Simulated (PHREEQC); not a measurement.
A made-up water analysis in mmol/kgw, 16 °C, pH 2.1, pe 10.4: Na 210; K 5.8; Ca 1.3; Mg 4.59; Cl 41.7; S(6) 48.5; Si 1.5; Al 1.07; Br 0.329.

Valence states are taken as typed.

All values are PHREEQC results (ion-association model, wateq4f.dat), not measurements.

**Question.** The ionic strength comes out as 0.205 mol/kgw. What activity coefficients do SO4-2, CaHSO4+, Mg+2, Ca+2, KSO4- get?

**Answer.** SO4-2 0.29, CaHSO4+ 0.75, Mg+2 0.35, Ca+2 0.32, KSO4- 0.75.

Precipitation was switched off in this run. Examples of supersaturated solids here: Quartz (slow to form), Chalcedony (slow to form). Others may be too. Species that the database lacks are ignored.
